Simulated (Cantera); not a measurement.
Cantera run:

```python
import numpy as np
import cantera as ct

gas_names = [...]  # 87 gases of nasa_gas.yaml made of C, H, Si
cond_names = """
    C(gr) C6H6(L) C7H8(L) C8H18(L),n-octa Si(cr) Si(L) SiC(b)
""".split()


# ... load() reads the species with a 1 bar reference pressure and builds the phases ...
atoms = {
    'Si(CH3)4': {'Si': 1, 'C': 4, 'H': 12},
    'C2H2': {'C': 2, 'H': 2},
    'H2': {'H': 2},
}
top_T = {'C(gr)': 4500, 'SiC(b)': 3050}  # K; cautious upper limits of use, not melting points


# ... equilibrate(T, P, feed) seeds the gas with the atoms and calls Mixture.equilibrate('TP', solver="vcs", rtol=1e-11, max_steps=5000) ...
results = []
feed = {'Si(CH3)4': 1, 'C2H2': 0.016, 'H2': 3.7}  # mol
P = 2300  # Pa
for T in [1875, 1925, 1975, 2025, 2075, 2125, 2175, 2225, 2275, 2325]:
    mix = equilibrate(T, P, feed)
    results.append((T, P, feed, dict(zip(mix.species_names, mix.species_moles))))
    x = sorted(zip(gas.X, gas.species_names), reverse=True)
    print(f"T = {T:g} K  P = {P:g} Pa  gas = {mix.phase_moles(0):.4g} mol")
    print("   x: " + "  ".join(f"{s} {v:.3e}" for v, s in x if v > 0.001))
    print("   condensed (mol): " + ("  ".join(f"{mix.phase(i).name} {mix.phase_moles(i):.4g}"
          for i in range(1, mix.n_phases) if mix.phase_moles(i) > 1e-12) or "none"))
```

Output:

```
T = 1875 K  P = 2300 Pa  gas = 9.737 mol
   x: H2 9.953e-01  H 4.312e-03
   condensed (mol): C(gr) 3.026  SiC(b) 0.9998
T = 1925 K  P = 2300 Pa  gas = 9.747 mol
   x: H2 9.932e-01  H 6.282e-03
   condensed (mol): C(gr) 3.023  SiC(b) 0.9996
T = 1975 K  P = 2300 Pa  gas = 9.76 mol
   x: H2 9.903e-01  H 8.978e-03
   condensed (mol): C(gr) 3.02  SiC(b) 0.9991
T = 2025 K  P = 2300 Pa  gas = 9.779 mol
   x: H2 9.863e-01  H 1.260e-02
   condensed (mol): C(gr) 3.016  SiC(b) 0.9981
T = 2075 K  P = 2300 Pa  gas = 9.805 mol
   x: H2 9.810e-01  H 1.740e-02  C2H2,acetylene 1.217e-03
   condensed (mol): C(gr) 3.011  SiC(b) 0.9961
T = 2125 K  P = 2300 Pa  gas = 9.839 mol
   x: H2 9.739e-01  H 2.363e-02  C2H2,acetylene 1.632e-03
   condensed (mol): C(gr) 3.006  SiC(b) 0.992
T = 2175 K  P = 2300 Pa  gas = 9.887 mol
   x: H2 9.647e-01  H 3.162e-02  C2H2,acetylene 2.153e-03  Si 1.246e-03
   condensed (mol): C(gr) 3.002  SiC(b) 0.9841
T = 2225 K  P = 2300 Pa  gas = 9.952 mol
   x: H2 9.526e-01  H 4.168e-02  C2H2,acetylene 2.794e-03  Si 2.357e-03
   condensed (mol): C(gr) 3  SiC(b) 0.9691
T = 2275 K  P = 2300 Pa  gas = 10.04 mol
   x: H2 9.367e-01  H 5.418e-02  Si 4.334e-03  C2H2,acetylene 3.568e-03
   condensed (mol): C(gr) 3.004  SiC(b) 0.9412
T = 2325 K  P = 2300 Pa  gas = 10.17 mol
   x: H2 9.160e-01  H 6.942e-02  Si 7.759e-03  C2H2,acetylene 4.478e-03  SiC2 1.166e-03
   condensed (mol): C(gr) 3.019  SiC(b) 0.8901
```

Equilibrium computed with Cantera from the NASA thermochemical tables; the gas is ideal and each condensed phase is pure. Gases not in the tables: Si2H6 and higher silanes.
